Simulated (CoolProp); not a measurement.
Saturation properties of the fluoroketone C6F12O (FK-5-1-12) (Tc = 168.7 °C, pc = 18.69 bar, ω = 0.471).

Computed with CoolProp (reference Helmholtz-energy equation of state, McLinden 2015).

```csv
T (°C),p (bar),liquid density (kg/m³),enthalpy of vaporisation (kJ/kg),liquid cp (kJ/(kg K))
62.75,1.592,1481,83.73,1.137
68.45,1.897,1461,81.88,1.144
74.05,2.239,1441,80.02,1.152
79.75,2.633,1420,78.05,1.160
85.45,3.078,1398,76.01,1.170
91.05,3.568,1376,73.92,1.180
96.75,4.126,1353,71.70,1.191
102.45,4.748,1328,69.36,1.204
108.15,5.439,1303,66.91,1.219
113.75,6.189,1277,64.35,1.235
```

It boils at 49.1 °C under 1 atm.
